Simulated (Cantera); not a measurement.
Feed: 1 mol CH2F2, 0.048 mol F2, equilibrated at 61.0 Pa.

Equilibrium computed with Cantera from the NASA thermochemical tables; the gas is ideal and each condensed phase is pure. Candidate condensed phases: C, C6H6, C7H8, C8H18; 110 gas species. Ions and electrons are included (thermal ionisation). Kinetics and transport are ignored.

**Question.** Which condensed phases are stable at each of these points (T (K)): 2500, 3000, 3500, 4000, 4500, 5000?

**Answer.** 
| T (K) | condensed phases | C condensed (%) |
|---|---|---|
| 2500 | C(graphite) | 98.8 |
| 3000 | gas only | 0.0 |
| 3500 | gas only | 0.0 |
| 4000 | gas only | 0.0 |
| 4500 | gas only | 0.0 |
| 5000 | gas only | 0.0 |

At 2500 K the condensed part is C(graphite). From 3000 K to 5000 K nothing is condensed.
